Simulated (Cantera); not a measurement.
A diamond (100) surface in a fixed gas of H2 with x(CH4) = 0.016, x(H) = 0.0003, x(CH3) = 0.00081, at 1400 K; coverages are run to steady state.

Model: the Harris–Goodwin 1993 mechanism for the reconstructed diamond (100) surface, integrated in Cantera.

One state of this run: growth (µm/h) = 0.0833; θ c6HH = 0.534; θ c6H* = 0.0446; θ c6*H = 0.408; θ c6** = 0.0125; θ c6HM = 6.74e-5. θ: site fractions in the mechanism's names (c6HH fully hydrogenated, c6H* and c6*H radical sites, c6** diradical, c6HM methylated).

Task: Which value of P (Pa) does it belong to?
(A) 2300
(B) 780
(C) 10000
(D) 1100

Result: A, 2300
